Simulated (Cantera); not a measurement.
A closed system holds: 1 mol FeS2, 3.7 mol H2S, 14 mol N2, equilibrated at 10.0 mbar.

Method: chemical equilibrium by Gibbs-energy minimisation in Cantera with the NASA 1993 tables (ideal gas, pure condensed phases). Candidate condensed phases: Fe, FeS, FeS2, S; 16 gas species. FeS: taken at fixed stoichiometry. Gases not in the tables: S3 to S7. Equilibrium is a limit: real reactors are often held back by kinetics, nucleation or transport.

x: gas mole fraction; n: condensed amount in mol.

```json
[
 {"T (°C)": "600", "x N2": "0.763", "x H2S": "0.186", "x H2": "0.0153", "x S2": "0.0349", "x SH": "(withheld)", "n FeS(s)": "1.00"},
 {"T (°C)": "650", "x N2": "0.759", "x H2S": "0.175", "x H2": "0.0261", "x S2": "0.0401", "x SH": "(withheld)", "n FeS(s)": "1.00"},
 {"T (°C)": "700", "x N2": "0.754", "x H2S": "0.159", "x H2": "0.0401", "x S2": "0.0469", "x SH": "(withheld)", "n FeS(s)": "1.00"},
 {"T (°C)": "750", "x N2": "0.747", "x H2S": "0.141", "x H2": "0.0565", "x S2": "0.0549", "x SH": "(withheld)", "n FeS(s)": "1.00"},
 {"T (°C)": "800", "x N2": "0.741", "x H2S": "0.122", "x H2": "0.0742", "x S2": "0.0635", "x SH": "(withheld)", "n FeS(s)": "1.00"},
 {"T (°C)": "850", "x N2": "0.734", "x H2S": "0.102", "x H2": "0.0917", "x S2": "0.0720", "x SH": "(withheld)", "n FeS(s)": "1.00"},
 {"T (°C)": "900", "x N2": "0.728", "x H2S": "0.0840", "x H2": "0.108", "x S2": "0.0800", "x SH": "(withheld)", "n FeS(s)": "1.00"},
 {"T (°C)": "950", "x N2": "0.722", "x H2S": "0.0680", "x H2": "0.123", "x S2": "0.0870", "x SH": "(withheld)", "n FeS(s)": "1.00"},
 {"T (°C)": "1000", "x N2": "0.717", "x H2S": "0.0545", "x H2": "0.135", "x S2": "0.0928", "x SH": "(withheld)", "n FeS(s)": "1.00"},
 {"T (°C)": "1050", "x N2": "0.713", "x H2S": "0.0434", "x H2": "0.145", "x S2": "0.0976", "x SH": "(withheld)", "n FeS(s)": "1.00"},
 {"T (°C)": "1100", "x N2": "0.710", "x H2S": "0.0346", "x H2": "0.153", "x S2": "0.101", "x SH": "(withheld)", "n FeS(s)": "1.000"}
]
```

Complete the blanks.


- 600, x SH: 5.13e-6
- 650, x SH: 1.25e-5
- 700, x SH: 2.77e-5
- 750, x SH: 5.59e-5
- 800, x SH: 0.000104
- 850, x SH: 0.000178
- 900, x SH: 0.000286
- 950, x SH: 0.000434
- 1000, x SH: 0.000626
- 1050, x SH: 0.000868
- 1100, x SH: 0.00116
